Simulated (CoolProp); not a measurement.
Vapour-liquid equilibrium of n-perfluorobutane (1) + R365MFC (2) at 0.37 MPa; x and y are mole fractions of (1).

The numbers come from the multi-fluid Helmholtz-energy mixture model, Gao 2022 and Lemmon 2016; pair parameters Bell 2016 in CoolProp.

```tsv
x	bubble temperature (K)	y at the bubble point	dew temperature at overall composition x (K)	liquid density (mol/L)
0.05	342.3	0.307	353.1	7.651
0.15	327.7	0.578	349.2	7.589
0.25	321.0	0.678	344.9	7.415
0.35	317.6	0.728	340.3	7.206
0.45	315.4	0.760	335.2	6.994
0.55	313.8	0.788	329.4	6.793
0.65	312.4	0.817	323.0	6.609
0.75	311.1	0.852	316.1	6.443
0.85	309.9	0.898	311.2	6.296
0.95	309.0	0.960	309.1	6.165
```

No azeotrope shows between x = 0.05 and 0.95.

Pair parameters are fitted to limited data, so mixtures are less certain than the pure fluids. With so large a gap from Raoult's law the liquid may split in two, which this calculation doesn't test in full.
